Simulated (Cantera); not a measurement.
**Silicon carbide growth: SiH2Cl2 + C2H4 + H2**

Input: 1 mol SiH2Cl2, 0.01 mol C2H4, 99 mol H2, equilibrated at 0.310 bar.

Method: chemical equilibrium by Gibbs-energy minimisation in Cantera with the NASA 1993 tables (ideal gas, pure condensed phases). Candidate condensed phases: C, C6H6, C7H8, C8H18, Si, SiC; 109 gas species. Mutual solubility and eutectic melting of coexisting phases are not modelled. The tables' values for SiCl, SiCl3 are old estimates; treat these amounts as uncertain. Gases not in the tables: Si2H6 and higher silanes. Rates play no part.

From 1423 K to 1623 K the condensed part is Si(s) + SiC(s). From 1723 K to 2223 K the condensed part is Si(l) + SiC(s). At 2323 K the condensed part is Si(l). From 2423 K to 2623 K nothing is condensed. The main Si-bearing gas is SiCl2 at 1423 K and Si at 2623 K.

| T (K) | x H2 | x H | x HCl | x Si | x SiCl2 | x SiH | n Si(s) | n SiC(s) | n Si(l) |
|---|---|---|---|---|---|---|---|---|---|
| 1423 | 0.981 | 1.18e-5 | 0.0176 | 4.93e-9 | 0.000953 | 1.22e-8 | 0.874 | 0.0194 | 0 |
| 1523 | 0.981 | 4.11e-5 | 0.0176 | 5.82e-8 | 0.00103 | 9.37e-8 | 0.872 | 0.0194 | 0 |
| 1623 | 0.981 | 0.000123 | 0.0175 | 5.05e-7 | 0.00110 | 5.58e-7 | 0.866 | 0.0195 | 0 |
| 1723 | 0.981 | 0.000324 | 0.0176 | 3.17e-6 | 0.00109 | 2.52e-6 | 0 | 0.0195 | 0.866 |
| 1823 | 0.980 | 0.000770 | 0.0178 | 1.43e-5 | 0.000969 | 8.40e-6 | 0 | 0.0194 | 0.875 |
| 1923 | 0.979 | 0.00167 | 0.0180 | 5.47e-5 | 0.000868 | 2.47e-5 | 0 | 0.0191 | 0.875 |
| 2023 | 0.977 | 0.00337 | 0.0181 | 0.000184 | 0.000781 | 6.50e-5 | 0 | 0.0180 | 0.859 |
| 2123 | 0.974 | 0.00636 | 0.0181 | 0.000548 | 0.000705 | 0.000156 | 0 | 0.0143 | 0.806 |
| 2223 | 0.967 | 0.0113 | 0.0181 | 0.00148 | 0.000635 | 0.000344 | 0 | 0.00139 | 0.672 |
| 2323 | 0.957 | 0.0191 | 0.0178 | 0.00368 | 0.000570 | 0.000706 | 0 | 0 | 0.363 |
| 2423 | 0.942 | 0.0309 | 0.0177 | 0.00664 | 0.000412 | 0.00107 | 0 | 0 | 0 |
| 2523 | 0.924 | 0.0480 | 0.0178 | 0.00728 | 0.000199 | 0.000995 | 0 | 0 | 0 |
| 2623 | 0.900 | 0.0718 | 0.0175 | 0.00770 | 9.54e-5 | 0.000899 | 0 | 0 | 0 |
x: gas mole fraction; n: condensed amount in mol.
